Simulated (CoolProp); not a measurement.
Vapour-liquid equilibrium of ethane (1) + n-pentane (2) at 0.681 bar; x and y are mole fractions of (1).

The numbers come from the multi-fluid Helmholtz-energy mixture model, Bücker 2006 and Thol 2019; pair parameters Kunz 2012 in CoolProp.

```csv
x,bubble temperature (°C),y at the bubble point,dew temperature at overall composition x (°C),liquid density (mol/L)
0.05,-25.1,0.902,23.5,9.480
0.2,-66.3,0.995,19.0,10.76
0.35,-78.4,0.999,13.7,11.81
0.5,-84.8,0.999,7.5,12.94
0.65,-88.9,1.000,-0.5,14.23
0.8,-92.1,1.000,-12.0,15.76
0.95,-94.8,1.000,-36.0,17.64
```

No azeotrope shows between x = 0.05 and 0.95.

The pair parameters rest on a limited set of measurements; away from them the model extrapolates.
